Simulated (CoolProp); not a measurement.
Vapour-liquid equilibrium of R125 (1) + cyclopropane (2) at 278.4 K; x and y are mole fractions of (1).

The numbers come from the multi-fluid Helmholtz-energy mixture model, Lemmon 2005 and Polt 1992; pair parameters Bell 2016 in CoolProp. This equation is an older, rougher fit; its heat capacities, sound speeds and derivatives of the liquid may be far off and weren't checked against measurements.

```tsv
x	bubble pressure, mixture model (MPa)	bubble pressure, Raoult's law (MPa)	y, mixture model	y, Raoult's law
0.05	(withheld)	0.4269	0.212	0.092
0.15	0.6321	0.4650	0.406	0.254
0.25	0.7064	0.5031	0.498	0.392
0.35	0.7524	0.5412	(withheld)	0.510
0.45	0.7835	0.5793	(withheld)	0.613
0.55	(withheld)	0.6174	0.647	0.703
0.65	(withheld)	0.6555	0.696	0.782
0.75	(withheld)	0.6936	0.756	0.853
0.85	0.8248	0.7317	0.833	0.916
0.95	(withheld)	0.7698	(withheld)	0.974
```

### Question
Some entries are withheld; supply them.

### Answer

- 0.05, bubble pressure, mixture model (MPa): 0.5045
- 0.35, y, mixture model: 0.557
- 0.45, y, mixture model: 0.603
- 0.55, bubble pressure, mixture model (MPa): 0.8059
- 0.65, bubble pressure, mixture model (MPa): 0.8213
- 0.75, bubble pressure, mixture model (MPa): 0.8287
- 0.95, bubble pressure, mixture model (MPa): 0.8056
- 0.95, y, mixture model: 0.936

The largest gap from Raoult's law is +40.4 % in bubble pressure, at x = 0.25. y crosses x between x = 0.75 and 0.85: the model has an azeotrope there.

Pair parameters are fitted to limited data, so mixtures are less certain than the pure fluids.
